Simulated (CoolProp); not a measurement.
Carbonyl sulfide along the isotherm 556.2 K: fugacity coefficient from the reference equation and from simpler models built on Tc = 378.8 K, pc = 6369 kPa, ω = 0.098; each cubic takes its own stable root.

The numbers come from the reference Helmholtz-energy equation of state, Lemmon 2006 in CoolProp. It is a short technical equation, of lower accuracy than the large ones.

```csv
p (kPa),phase,reference
4550,gas,0.9348
9090,supercritical,0.8755
13600,supercritical,0.8230
18200,supercritical,0.7770
22700,supercritical,0.7402
27300,supercritical,0.7108
31800,supercritical,0.6892
36400,supercritical,0.6734
40900,supercritical,0.6630
45500,supercritical,0.6566
50000,supercritical,0.6538
```

**Question.** How far does each simpler model (van der Waals, Redlich-Kwong, Soave-Redlich-Kwong) lie from the reference over these 11 states: mean and median of the absolute difference, and the worst?

**Answer.** 
- van der Waals: mean 5.0 %, median 5.3 %, worst -7.2 % at 556.2 K and 27300 kPa
- Redlich-Kwong: mean 1.3 %, median 1.3 %, worst -1.8 % at 556.2 K and 22700 kPa
- Soave-Redlich-Kwong: mean 4.9 %, median 5.2 %, worst +9.1 % at 556.2 K and 50000 kPa
